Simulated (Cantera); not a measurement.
## Boron, boron nitride and boron oxide: BCl3 + N2

Charge: 1 mol BCl3, 0.55 mol N2.

Method: chemical equilibrium by Gibbs-energy minimisation in Cantera with the NASA 1993 tables (ideal gas, pure condensed phases). Candidate condensed phases: B, BN; 10 gas species. N2 is the only nitrogen source here; it is nearly inert below about 1500 K, so the nitride shown seldom forms there in practice. The tables' values for BCl2 are old estimates. Equilibrium is a limit: real reactors are often held back by kinetics, nucleation or transport.

Question: Map the stable condensed phases over T = 923, 1023, 1123, 1223, 1323, 1423, 1523, 1623, 1723, 1823, 1923, 2023, 2123 K and P in Pa = 10, 46, 220, 1000, 4600, 22000, 100000.

Answer: 
```
T in K \ P in Pa
             10     46    220   1000   4600  22000 100000
   2123       A      A      A      A      A      A      A
   2023       A      A      A      A      A      A      A
   1923       A      A      A      A      A      A      A
   1823       A      A      A      A      A      A      A
   1723       A      A      A      A      A      A      A
   1623       A      A      A      A      A      A      A
   1523       A      B      B      B      B      A      A
   1423       B      B      B      B      B      A      A
   1323       B      B      B      B      A      A      A
   1223       B      B      A      A      A      A      A
   1123       A      A      A      A      A      A      A
   1023       A      A      A      A      A      A      A
    923       A      A      A      A      A      A      A
```
A: gas only; B: BN.
